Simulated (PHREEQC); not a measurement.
PHREEQC input (ion-association model, phreeqc.dat):

```
SOLUTION 0
  temp 25
  units mmol/kgw
  pH 7 charge
  S(6) 0.42
  Mg 0.42
  Cl 7.81
  Cd 3.9
  O(0) 1 O2(g) -0.68
SOLUTION 1-40
  temp 25
  units mmol/kgw
  pH 7 charge
  S(6) 7.5
  Zn 7.5
  Cl 12.42
  Na 12
  K 0.41
  O(0) 1 O2(g) -0.68
END
EXCHANGE 1-40
  X 0.011
  -equilibrate 1
END
SELECTED_OUTPUT 1
  -reset false
  -pH true
  -pe true
  -ionic_strength true
  -water true
  -step true
  -totals Cd Cl K Mg Na S Zn S(-2) S(6)
  -molalities MgX2 CdX2 NaX ZnX2 KX
  -saturation_indices Halite Sylvite Zn(OH)2(e) Cd(OH)2
PRINT
  -reset false
TRANSPORT
  -cells 40
  -shifts 198
  -lengths 0.025
  -time_step 720
  -dispersivities 0.08
  -boundary_conditions flux flux
  -correct_disp true
  -punch_cells 40
  -punch_frequency 6
END
```

Selected output (columns that matter, 24 of 34 rows; pore volumes added in front):

```
pore volumes	pH	mu	Cd	Cl	K	Mg	Na	S	Zn	m_MgX2	si_Halite	si_Sylvite	si_Zn(OH)2(e)	si_Cd(OH)2
0	5.1395	0.034341	0	0.01242	0.00041	0	0.012	0.0075	0.0075	0	-5.5557	-6.3588	-3.7696	-1000
0.1625	5.1395	0.034341	2.811e-14	0.01242	0.00041	4.3564e-15	0.012	0.0075	0.0075	1.9017e-15	-5.5557	-6.3588	-3.7696	-17.528
0.4625	5.1375	0.033659	5.0083e-06	0.012277	0.00040513	6.3632e-07	0.011711	0.0072809	0.0073506	2.8351e-07	-5.57	-6.3676	-3.7782	-9.2766
0.6125	5.13	0.031339	4.0364e-05	0.011793	0.0003848	5.0648e-06	0.010649	0.0065376	0.006867	2.4152e-06	-5.6245	-6.4027	-3.8074	-8.3681
0.9125	5.1007	0.023651	0.00026331	0.010205	0.00029504	3.2869e-05	0.0068477	0.0040981	0.005328	1.9897e-05	-5.8646	-6.5649	-3.9165	-7.5461
1.0625	5.0847	0.020154	0.00043332	0.009489	0.00024191	5.3922e-05	0.0050037	0.0029986	0.0046281	3.6769e-05	-6.0259	-6.6753	-3.9765	-7.3256
1.3625	5.0603	0.015502	0.00084896	0.0085446	0.00014918	0.00010442	0.0023934	0.0015481	0.0035907	8.4673e-05	-6.385	-6.9231	-4.0826	-7.0247
1.5125	5.0528	0.014157	0.0010838	0.008278	0.00011346	0.00013227	0.0015962	0.0011387	0.0032019	0.00011343	-6.5745	-7.0552	-4.1298	-6.9143
1.6625	5.0479	0.013244	0.0013271	0.0081033	8.4927e-05	0.00016063	0.0010473	0.0008705	0.0028633	0.00014365	-6.768	-7.1913	-4.1756	-6.8221
1.9625	5.0433	0.012194	0.0018084	0.0079215	4.5911e-05	0.00021517	0.000436	0.00059124	0.0022824	0.00020415	-7.1635	-7.473	-4.2691	-6.6801
2.1125	5.0424	0.01189	0.0020341	0.007878	3.3316e-05	0.00023999	0.00027804	0.00052438	0.0020286	0.00023288	-7.3642	-7.6175	-4.318	-6.6256
2.4125	5.0422	0.011498	0.0024381	0.0078349	1.7233e-05	0.00028312	0.00011138	0.00045823	0.0015852	0.0002851	-7.7695	-7.9118	-4.4211	-6.5411
2.5625	5.0424	0.011366	0.0026139	0.007825	1.2313e-05	0.00030132	7.0122e-05	0.00044302	0.0013941	0.00030821	-7.9736	-8.0609	-4.4751	-6.5083
2.8625	5.043	0.011172	0.0029139	0.0078154	6.2287e-06	0.00033151	2.7596e-05	0.00042829	0.0010686	0.00034825	-8.3836	-8.3618	-4.5876	-6.4569
3.0125	5.0433	0.011098	0.00304	0.0078132	4.4145e-06	0.00034384	1.7267e-05	0.00042496	0.00093187	0.00036531	-8.5892	-8.5133	-4.6458	-6.4367
3.3125	5.0439	0.010981	0.0032503	0.0078112	2.2062e-06	0.00036387	6.7367e-06	0.00042177	0.00070368	0.00039404	-9.0012	-8.8178	-4.7657	-6.4047
3.4625	5.0442	0.010935	0.0033371	0.0078107	1.5565e-06	0.00037192	4.2024e-06	0.00042106	0.00060954	0.00040598	-9.2075	-8.9706	-4.8272	-6.392
3.6125	5.0445	0.010894	0.0034131	0.0078104	1.097e-06	0.00037887	2.6198e-06	0.00042063	0.00052698	0.00041648	-9.4139	-9.1237	-4.8896	-6.3812
3.9125	5.0449	0.010829	0.0035377	0.0078101	5.4346e-07	0.00039	1.0167e-06	0.00042022	0.00039179	0.00043372	-9.8268	-9.4306	-5.0171	-6.3638
4.0625	5.045	0.010803	0.0035883	0.0078101	3.8211e-07	0.00039443	6.3299e-07	0.00042013	0.00033698	0.00044072	-10.033	-9.5843	-5.082	-6.357
4.3625	5.0453	0.010761	0.0036702	0.00781	1.8859e-07	0.00040147	2.4519e-07	0.00042005	0.00024818	0.00045206	-10.447	-9.8922	-5.214	-6.346
4.5125	5.0454	0.010744	0.0037031	0.00781	1.324e-07	0.00040425	1.5255e-07	0.00042003	0.00021255	0.0004566	-10.653	-10.046	-5.281	-6.3417
4.8125	5.0456	0.010717	0.003756	0.00781	6.5186e-08	0.00040865	5.9029e-08	0.00042001	0.00015531	0.00046388	-11.066	-10.355	-5.4167	-6.3348
4.9625	5.0456	0.010707	0.0037771	0.00781	4.5718e-08	0.00041037	3.6713e-08	0.00042001	0.00013254	0.00046677	-11.273	-10.509	-5.4854	-6.332
```
